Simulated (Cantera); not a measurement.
## Thermodynamics of tantalum, niobium, vanadium and zirconium in process gases, feed Ta + H2O

A closed system holds: 1 mol Ta, 0.056 mol H2O, at 12000 Pa.

Method: chemical equilibrium by Gibbs-energy minimisation in Cantera with the NASA 1993 tables (ideal gas, pure condensed phases). Candidate condensed phases: H2O, Ta, Ta2O5; 12 gas species. Mutual solubility and eutectic melting of coexisting phases are not modelled. Condensed phases not in the tables: N, O or C dissolved in the metal. Kinetics and transport are ignored.

```json
[
 {"T (°C)": "1300", "x H2": "1.000", "x H": "0.000117", "x H2O": "0.000164", "x TaO2": "6.27e-10", "x TaO": "1.31e-10", "x OH": "6.96e-10", "x O": "<1e-12", "n Ta(s)": "0.978", "n Ta2O5(s)": "0.0112", "n Ta2O5(l)": "0"},
 {"T (°C)": "1375", "x H2": "0.999", "x H": "0.000257", "x H2O": "0.000276", "x TaO2": "4.87e-9", "x TaO": "9.94e-10", "x OH": "3.19e-9", "x O": "<1e-12", "n Ta(s)": "0.978", "n Ta2O5(s)": "0.0112", "n Ta2O5(l)": "0"},
 {"T (°C)": "1450", "x H2": "0.999", "x H": "0.000526", "x H2O": "0.000443", "x TaO2": "3.14e-8", "x TaO": "6.28e-9", "x OH": "1.28e-8", "x O": "5.34e-12", "n Ta(s)": "0.978", "n Ta2O5(s)": "0.0112", "n Ta2O5(l)": "0"},
 {"T (°C)": "1525", "x H2": "0.998", "x H": "0.00102", "x H2O": "0.000680", "x TaO2": "1.73e-7", "x TaO": "3.40e-8", "x OH": "4.55e-8", "x O": "3.58e-11", "n Ta(s)": "0.978", "n Ta2O5(s)": "0.0112", "n Ta2O5(l)": "0"},
 {"T (°C)": "1600", "x H2": "0.997", "x H": "0.00186", "x H2O": "0.00101", "x TaO2": "8.23e-7", "x TaO": "1.60e-7", "x OH": "1.46e-7", "x O": "2.06e-10", "n Ta(s)": "0.978", "n Ta2O5(s)": "0.0112", "n Ta2O5(l)": "0"},
 {"T (°C)": "1675", "x H2": "0.995", "x H": "0.00325", "x H2O": "0.00144", "x TaO2": "3.46e-6", "x TaO": "6.65e-7", "x OH": "4.27e-7", "x O": "1.03e-9", "n Ta(s)": "0.978", "n Ta2O5(s)": "0.0112", "n Ta2O5(l)": "0"},
 {"T (°C)": "1750", "x H2": "0.993", "x H": "0.00546", "x H2O": "0.00201", "x TaO2": "1.30e-5", "x TaO": "2.48e-6", "x OH": "1.15e-6", "x O": "4.60e-9", "n Ta(s)": "0.978", "n Ta2O5(s)": "0.0112", "n Ta2O5(l)": "0"},
 {"T (°C)": "1825", "x H2": "0.988", "x H": "0.00883", "x H2O": "0.00265", "x TaO2": "4.20e-5", "x TaO": "8.20e-6", "x OH": "2.81e-6", "x O": "1.79e-8", "n Ta(s)": "0.978", "n Ta2O5(s)": "0", "n Ta2O5(l)": "0.0112"},
 {"T (°C)": "1900", "x H2": "0.983", "x H": "0.0138", "x H2O": "0.00333", "x TaO2": "0.000119", "x TaO": "2.43e-5", "x OH": "6.27e-6", "x O": "6.17e-8", "n Ta(s)": "0.978", "n Ta2O5(s)": "0", "n Ta2O5(l)": "0.0112"},
 {"T (°C)": "1975", "x H2": "0.975", "x H": "0.0209", "x H2O": "0.00411", "x TaO2": "0.000311", "x TaO": "6.66e-5", "x OH": "1.32e-5", "x O": "1.96e-7", "n Ta(s)": "0.978", "n Ta2O5(s)": "0", "n Ta2O5(l)": "0.0111"},
 {"T (°C)": "2050", "x H2": "0.963", "x H": "0.0309", "x H2O": "0.00497", "x TaO2": "0.000762", "x TaO": "0.000171", "x OH": "2.65e-5", "x O": "5.76e-7", "n Ta(s)": "0.978", "n Ta2O5(s)": "0", "n Ta2O5(l)": "0.0111"},
 {"T (°C)": "2125", "x H2": "0.948", "x H": "0.0443", "x H2O": "0.00589", "x TaO2": "0.00175", "x TaO": "0.000412", "x OH": "5.05e-5", "x O": "1.58e-6", "n Ta(s)": "0.978", "n Ta2O5(s)": "0", "n Ta2O5(l)": "0.0111"}
]
```
x: gas mole fraction; n: condensed amount in mol.

From 1300 °C to 1750 °C the condensed part is Ta(s) + Ta2O5(s). From 1825 °C to 2125 °C the condensed part is Ta(s) + Ta2O5(l).
